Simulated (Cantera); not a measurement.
# Adiabatic ignition

An adiabatic, constant-pressure homogeneous reactor starts with H₂ : O₂ : N₂ = 1 : 1.32 : 4.95 (molar parts), at 1823 K and 1000000 Pa.

Model: GRI-Mech 3.0 (53 species, 325 reactions), integrated in Cantera. The hydrogen kinetics of GRI-Mech 3.0 are dated; newer H2 mechanisms differ, most at raised pressure.

```tsv
t (s)	T (K)	x H₂	x O₂	x O	x NO	x N₂O	x OH	x HO₂
1.00e-6	2237	0.0118	0.107	0.0273	3.56e-5	1.40e-6	0.0247	0.000111
2.85e-6	2577	0.00425	0.113	0.00891	0.000120	2.82e-6	0.0199	3.29e-5
8.11e-6	2670	0.00178	0.116	0.00369	0.000251	3.25e-6	0.0140	2.90e-5
2.31e-5	2673	0.00168	0.116	0.00349	0.000543	3.21e-6	0.0137	2.91e-5
6.58e-5	2672	0.00168	0.116	0.00347	0.00135	3.20e-6	0.0136	2.90e-5
0.000187	2668	0.00166	0.114	0.00340	0.00351	3.20e-6	0.0135	2.86e-5
0.000534	2660	0.00162	0.112	0.00324	0.00847	3.20e-6	0.0131	2.76e-5
0.00152	2647	0.00156	0.109	0.00302	0.0159	3.27e-6	0.0126	2.62e-5
0.00433	2641	0.00153	0.107	0.00291	0.0196	3.33e-6	0.0123	2.55e-5
0.0123	2641	0.00153	0.107	0.00290	0.0198	3.33e-6	0.0123	2.55e-5
0.0351	2641	0.00153	0.107	0.00290	0.0198	3.33e-6	0.0123	2.55e-5
0.100	2641	0.00153	0.107	0.00290	0.0198	3.33e-6	0.0123	2.55e-5
```
x: mole fraction; the columns are a selection and need not sum to one.

The time of steepest temperature rise is 0.675 µs, the temperature at 0.100 s is 2641 K and the equilibrium temperature comes out as 2641 K. The x(H₂) at 0.100 s comes out as 0.00153 (gas-phase equilibrium 0.00153), the x(O₂) at 0.100 s is 0.107 (gas-phase equilibrium 0.107) and the x(O) at 0.100 s comes out as 0.00290 (gas-phase equilibrium 0.00290).
